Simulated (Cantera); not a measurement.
Cantera run:

```python
import numpy as np
import cantera as ct

gas_names = """
    HCL F2 H KCL
""".split()
cond_names = """
    KHF2(a) KHF2(b) KHF2(L)
""".split()


def load(file, names, dense=False):
    # The tables refer to 1 bar. Condensed volumes are neglected.
    table = {s.name: s for s in ct.Species.list_from_file(file)}
    out = []
    for n in names:
        d = dict(table[n].input_data)
        d["thermo"] = dict(d["thermo"], **{"reference-pressure": 1e5})
        if dense:
            d["equation-of-state"] = {"model": "constant-volume", "density": "1e6 g/cm^3"}
        out.append(ct.Species.from_dict(d))
    return out


species = {s.name: s for s in load("nasa_gas.yaml", gas_names) + load("nasa_condensed.yaml", cond_names)}
# Each term lists the table entries of one substance; the one whose range holds T is used.
reactions = {
    'HCl(g) + KHF2 = F2(g) + 2 H(g) + KCl(g)':
        [(-1, ['HCL']), (-1, ['KHF2(a)', 'KHF2(b)', 'KHF2(L)']), (1, ['F2']), (2, ['H']), (1, ['KCL'])],
}


def pick(names, T):
    return next(species[n] for n in names if species[n].thermo.min_temp <= T <= species[n].thermo.max_temp)


results = []
for label, terms in reactions.items():
    print(label)
    print("     T/K   dH/kJ  dS/(J/K)   dG/kJ   log10 K")
    for T in [1800, 1875, 1950, 2025, 2100, 2175]:
        used = [(nu, pick(names, T)) for nu, names in terms]
        dH = sum(nu * s.thermo.h(T) for nu, s in used) / 1e6
        dS = sum(nu * s.thermo.s(T) for nu, s in used) / 1e3
        dG = dH - T * dS / 1e3
        logK = -dG * 1e6 / (ct.gas_constant * T * np.log(10))
        results.append((label, T, dH, dS, dG, logK, [s.name for _, s in used]))
        print(f"{T:8g} {dH:8.1f} {dS:8.1f} {dG:8.1f} {logK:8.2f}")
```

It prints:

```
HCl(g) + KHF2 = F2(g) + 2 H(g) + KCl(g)
     T/K   dH/kJ  dS/(J/K)   dG/kJ   log10 K
    1800   1200.3    316.0    631.4   -18.32
    1875   1198.7    315.2    607.8   -16.93
    1950   1197.2    314.4    584.2   -15.65
    2025   1195.6    313.6    560.6   -14.46
    2100   1194.1    312.8    537.1   -13.36
    2175   1192.5    312.1    513.7   -12.34
```

Cantera with NASA thermochemical tables; ideal gases at 1 bar, condensed phases pure. Condensed species are held in their standard states even where they would react or evaporate.
